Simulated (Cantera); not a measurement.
Cantera run:

```python
import numpy as np
import cantera as ct

gas_names = """
    N2O O
""".split()
cond_names = """
    Cr(cr) Cr(L) Cr2N(s)
""".split()


def load(file, names, dense=False):
    # The tables refer to 1 bar. Condensed volumes are neglected.
    table = {s.name: s for s in ct.Species.list_from_file(file)}
    out = []
    for n in names:
        d = dict(table[n].input_data)
        d["thermo"] = dict(d["thermo"], **{"reference-pressure": 1e5})
        if dense:
            d["equation-of-state"] = {"model": "constant-volume", "density": "1e6 g/cm^3"}
        out.append(ct.Species.from_dict(d))
    return out


species = {s.name: s for s in load("nasa_gas.yaml", gas_names) + load("nasa_condensed.yaml", cond_names)}
# Each term lists the table entries of one substance; the one whose range holds T is used.
reactions = {
    '4 Cr + N2O(g) = O(g) + 2 Cr2N':
        [(-4, ['Cr(cr)', 'Cr(L)']), (-1, ['N2O']), (1, ['O']), (2, ['Cr2N(s)'])],
}


def pick(names, T):
    return next(species[n] for n in names if species[n].thermo.min_temp <= T <= species[n].thermo.max_temp)


results = []
for label, terms in reactions.items():
    print(label)
    print("     T/K   dH/kJ  dS/(J/K)   dG/kJ   log10 K")
    for T in [423, 623, 823, 1023, 1223, 1423, 1623, 1823]:
        used = [(nu, pick(names, T)) for nu, names in terms]
        dH = sum(nu * s.thermo.h(T) for nu, s in used) / 1e6
        dS = sum(nu * s.thermo.s(T) for nu, s in used) / 1e3
        dG = dH - T * dS / 1e3
        logK = -dG * 1e6 / (ct.gas_constant * T * np.log(10))
        results.append((label, T, dH, dS, dG, logK, [s.name for _, s in used]))
        print(f"{T:8g} {dH:8.1f} {dS:8.1f} {dG:8.1f} {logK:8.2f}")
```

It prints:

```
4 Cr + N2O(g) = O(g) + 2 Cr2N
     T/K   dH/kJ  dS/(J/K)   dG/kJ   log10 K
     423    -80.6    -15.5    -74.0     9.14
     623    -76.1     -6.8    -71.9     6.03
     823    -72.0     -1.1    -71.1     4.51
    1023    -68.0      3.2    -71.4     3.64
    1223    -64.7      6.3    -72.3     3.09
    1423    -62.3      8.0    -73.8     2.71
    1623    -61.4      8.7    -75.5     2.43
    1823    -61.9      8.4    -77.2     2.21
```

Standard-state values (1 bar) from the NASA 1993 polynomials, evaluated with Cantera. Condensed species are held in their standard states even where they would react or evaporate.
